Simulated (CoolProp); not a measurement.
The fluid at 516.44 K and 0.99 MPa (stagnation) flows isentropically through a choked orifice. The same conditions are run with several fluids, on thermodynamics alone (safety and materials aside).

The numbers come from the reference Helmholtz-energy equation of state of each fluid (cyclohexane: Zhou 2014; ethanol: Schroeder 2014; ammonia: Gao 2020; cis-2-butene: Lemmon 2005; hydrogen sulfide: Lemmon 2006) in CoolProp.

```json
[
 {"fluid": "cyclohexane", "throat to inlet pressure ratio": "0.610", "mass flux (kg/(m² s))": "2780", "throat temperature (K)": "503.5"},
 {"fluid": "ethanol", "throat to inlet pressure ratio": "0.589", "mass flux (kg/(m² s))": "___", "throat temperature (K)": "491.3"},
 {"fluid": "ammonia", "throat to inlet pressure ratio": "0.553", "mass flux (kg/(m² s))": "1310", "throat temperature (K)": "458.1"},
 {"fluid": "cis-2-butene", "throat to inlet pressure ratio": "0.595", "mass flux (kg/(m² s))": "___", "throat temperature (K)": "497.6"},
 {"fluid": "hydrogen sulfide", "throat to inlet pressure ratio": "___", "mass flux (kg/(m² s))": "1870", "throat temperature (K)": "___"}
]
```

Task: What belongs in the gaps?

Result: 
- ethanol, mass flux (kg/(m² s)): 2070
- cis-2-butene, mass flux (kg/(m² s)): 2260
- hydrogen sulfide, throat to inlet pressure ratio: 0.546
- hydrogen sulfide, throat temperature (K): 450.0
